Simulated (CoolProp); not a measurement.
Model: reference Helmholtz-energy equation of state, Colonna 2008, in CoolProp. It is a short technical equation, of lower accuracy than the large ones.

Question: Give the vapour pressure (MPa), liquid density (kg/m³), enthalpy of vaporisation (kJ/kg), vapour Z of saturated dodecamethylcyclohexasiloxane (D6) at 177.95, 193.45 °C.

Answer: 
| T (°C) | p (MPa) | liquid density (kg/m³) | enthalpy of vaporisation (kJ/kg) | vapour Z |
|---|---|---|---|---|
| 177.95 | 0.0171 | 794 | 118 | 0.976 |
| 193.45 | 0.0274 | 775 | 114 | 0.966 |
